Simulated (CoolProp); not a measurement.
Vapour-liquid equilibrium of CH2F2 (R32) (1) + R152A (2) at -92.25 °C; x and y are mole fractions of (1).

Computed with CoolProp (multi-fluid Helmholtz-energy mixture model, Tillner-Roth 1997 and Outcalt 1996; pair parameters Bell 2016).

### Question
Give the bubble pressure and the first vapour's composition at x = 0.2, 0.5, 0.8. Is there an azeotrope?

### Answer
x = 0.2: 0.02612 bar, y = 0.617; x = 0.5: 0.04470 bar, y = 0.855; x = 0.8: 0.06224 bar, y = 0.956. No azeotrope shows between x = 0.05 and 0.95.

Pair parameters are fitted to limited data, so mixtures are less certain than the pure fluids.
